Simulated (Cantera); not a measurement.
**Stirred combustor or abatement burner**

A perfectly stirred reactor is fed with C₂H₆ : O₂ : N₂ : H₂O = 1 : 3.5 : 25.2 : 1.4 (molar parts), equivalence ratio 1.0, at 7.40 bar; it is adiabatic with a 725 K inlet, and is followed from long to short residence time, starting on the burning branch (τ in s: 0.042, 0.017, 0.0069, 0.0028, 0.0011, 0.00046, 0.00018, 7.4e-05, 3e-05, 1.2e-05).

Computed with Cantera and GRI-Mech 3.0 (53 species, 325 reactions).

```tsv
τ (s)	T (K)	x C₂H₆	x O₂	x H₂O	x H₂	x HCO	x CH₂CO
0.042	1917	6.39e-7	0.00165	0.137	0.00120	7.60e-9	8.87e-7
0.017	1908	1.34e-6	0.00217	0.137	0.00155	1.77e-8	1.61e-6
0.0069	1897	2.74e-6	0.00286	0.136	0.00199	4.21e-8	2.72e-6
0.0028	1881	5.55e-6	0.00380	0.135	0.00255	1.04e-7	4.47e-6
0.0011	1860	1.16e-5	0.00515	0.134	0.00326	2.75e-7	7.64e-6
0.00046	1831	2.41e-5	0.00700	0.133	0.00405	6.90e-7	1.35e-5
0.00018	1780	6.40e-5	0.0107	0.131	0.00503	1.86e-6	3.20e-5
7.4e-5	725	0.0322	0.113	0.0450	<1e-12	<1e-12	<1e-12
3.0e-5	725	0.0322	0.113	0.0450	<1e-12	<1e-12	<1e-12
1.2e-5	725	0.0322	0.113	0.0450	<1e-12	<1e-12	<1e-12
```
x: mole fraction; the columns are a selection and need not sum to one.
